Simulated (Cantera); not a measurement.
A closed system holds: 1 mol TiO2, 68 mol H2, equilibrated at 1173.15 K and 1 atm.

Method: chemical equilibrium by Gibbs-energy minimisation in Cantera with the NASA 1993 tables (ideal gas, pure condensed phases). Candidate condensed phases: H2O, Ti, TiO, TiO2, Ti2O3, Ti3O5, Ti4O7; 12 gas species. Mutual solubility and eutectic melting of coexisting phases are not modelled. Condensed phases not in the tables: Magnéli phases beyond Ti4O7. Equilibrium is a limit: real reactors are often held back by kinetics, nucleation or transport.

Base state: H2 0.999, H2O 0.000782 (mole fractions); condensed: TiO2(rutile) + Ti4O7(s).

What changes in the equilibrium state with this change: temperature from 1173.15 K to 1450 K?


```
species              before    after
-----------------  --------  -------
H2                    0.999    0.996
H2O                0.000782  0.00368
TiO2(rutile), mol     0.787        0
Ti4O7(s), mol        0.0531    0.250
```

What changes in the equilibrium state with this change: TiO2 replaced by SiO2?


```tsv
species	before	after
H2	0.999	1.00
H2O	0.000782	1.43e-7
TiO2(rutile), mol	0.787	0
Ti4O7(s), mol	0.0531	0
SiO2(β-quartz), mol	0	1.000
```
The tables hold silica as quartz up to 1696 K and as liquid above; real silica turns to tridymite and cristobalite and melts near 1996 K. Further candidate phases: Si, SiO2.
